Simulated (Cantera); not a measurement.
A closed system holds: 1 mol B, 25 mol NH₃, equilibrated at 0.00110 bar.

Cantera equilibrium calculation (NASA polynomials, part measured and part estimated; ideal gas, pure solids and liquids). Candidate condensed phases: B, BN; 15 gas species. The numbers say what is thermodynamically allowed, not how fast it happens. All values below are at 1600 K.

Base state: H₂ 0.756, N₂ 0.242, H 0.00143 (mole fractions); condensed: BN(s).

**Question.** What changes in the equilibrium state with this change: B replaced by B₂O₃?

**Answer.** 
| species | before | after |
|---|---|---|
| H₂ | 0.756 | 0.722 |
| N₂ | 0.242 | 0.245 |
| HBO₂ | 0 | 0.0111 |
| HBO | 0 | 0.0104 |
| B₂O₃ | 0 | 0.00778 |
| B₂O₂ | 0 | 0.000863 |
| BN(s), mol | 1.000 | 0 |
Further candidate phases: B₂O₃, B₃O₃H₃, H₂O.
